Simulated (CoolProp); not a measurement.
Properties of cis-2-butene along the isotherm 521.9 K.

Model: reference Helmholtz-energy equation of state, Lemmon 2005, in CoolProp. It is a short technical equation, of lower accuracy than the large ones.

```tsv
p (MPa)	phase	density (kg/m³)	cp (kJ/(kg K))	speed of sound (m/s)	fugacity coefficient
0.067	gas	0.8689	…	286.9	0.9970
0.138	gas	1.796	2.286	286.1	0.9938
0.282	gas	3.694	2.293	284.5	0.9873
0.58	gas	7.703	2.308	281.1	0.9740
1.19	gas	16.28	2.341	274.2	0.9471
2.45	gas	35.83	2.429	259.7	0.8929
5.02	supercritical	…	2.726	231.3	0.7888
10.3	supercritical	240.5	…	235.6	0.6125
21.2	supercritical	390.9	3.028	…	0.4571
```

Question: Some entries are withheld; supply them.

Answer: 
- 0.067, cp (kJ/(kg K)): 2.283
- 5.02, density (kg/m³): 86.14
- 10.3, cp (kJ/(kg K)): 3.568
- 21.2, speed of sound (m/s): 445.4
